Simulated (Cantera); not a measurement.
Feed: 1 mol MgO, a varied amount of SO2, 12 mol N2, equilibrated at 1625 °C and 0.0133 bar.

Cantera equilibrium calculation (NASA polynomials, part measured and part estimated; ideal gas, pure solids and liquids). Candidate condensed phases: Mg, MgO, MgS, MgSO4, S; 22 gas species. Rates play no part.

x: gas mole fraction; n: condensed amount in mol.

```csv
n(SO2) (mol),x N2,x SO2,x SO,x O2,x NO,x O,n MgO(s)
0.11,0.991,0.00869,0.000384,0.000121,[?],2.79e-5,1.000
0.35,0.971,0.0275,0.000799,0.000280,[?],4.25e-5,1.000
0.59,0.952,0.0457,0.00110,0.000405,[?],5.11e-5,1.000
0.84,0.934,0.0640,0.00137,0.000517,[?],5.78e-5,1.000
1.1,0.915,0.0823,0.00160,0.000621,0.000334,6.33e-5,1.000
1.3,0.901,0.0959,0.00177,0.000693,0.000350,6.69e-5,1.000
1.6,0.881,0.116,0.00199,0.000793,0.000370,7.15e-5,1.000
1.8,0.868,0.128,0.00213,0.000854,0.000382,7.42e-5,1.000
2.1,0.850,0.146,0.00232,0.000940,0.000396,7.79e-5,1.000
2.3,0.838,0.158,0.00244,0.000994,0.000404,8.01e-5,1.000
2.5,0.826,0.170,0.00255,0.00104,0.000412,8.21e-5,1.000
2.8,0.809,0.186,0.00270,0.00112,0.000421,8.49e-5,1.000
3,0.799,0.197,0.00280,0.00116,0.000427,8.66e-5,1.000
```

Problem. What belongs in the gaps?

Solution. 
- 0.11, x NO: 0.000153
- 0.35, x NO: 0.000231
- 0.59, x NO: 0.000275
- 0.84, x NO: 0.000308
